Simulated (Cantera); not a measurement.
What does this Cantera script print?

```python
import numpy as np
import cantera as ct

gas_names = """
    F F2 H HF H2 H2F2 H3F3 H4F4 H5F5 H6F6 H7F7 Mg MgF MgF2 MgH Mg2 Mg2F4
""".split()
cond_names = """
    Mg(cr) Mg(L) MgF2(s) MgF2(L)
""".split()


# ... load() reads the species with a 1 bar reference pressure and builds the phases ...
atoms = {
    'MgF2': {'Mg': 1, 'F': 2},
    'H2': {'H': 2},
    'HF': {'H': 1, 'F': 1},
}
top_T = {}  # K; cautious upper limits of use, not melting points


# ... equilibrate(T, P, feed) seeds the gas with the atoms and calls Mixture.equilibrate('TP', solver="vcs", rtol=1e-11, max_steps=5000) ...
results = []
feed = {'MgF2': 1, 'H2': 87, 'HF': 0.95}  # mol
T = 1423.15  # K
P = 23  # Pa
mix = equilibrate(T, P, feed)
results.append((T, P, feed, dict(zip(mix.species_names, mix.species_moles))))
x = sorted(zip(gas.X, gas.species_names), reverse=True)
print(f"T = {T:g} K  P = {P:g} Pa  gas = {mix.phase_moles(0):.4g} mol")
print("   x: " + "  ".join(f"{s} {v:.3e}" for v, s in x if v > 1e-05))
print("   condensed (mol): " + ("  ".join(f"{mix.phase(i).name} {mix.phase_moles(i):.4g}"
      for i in range(1, mix.n_phases) if mix.phase_moles(i) > 1e-12) or "none"))
```

Result:

```
T = 1423.15 K  P = 23 Pa  gas = 89.64 mol
   x: H2 9.629e-01  HF 2.546e-02  Mg 7.209e-03  MgF2 3.500e-03  MgF 4.458e-04  H 4.306e-04
   condensed (mol): none
```

These are equilibrium values from Cantera (NASA tables, ideal gas, pure condensed phases), not measurements of a reactor.
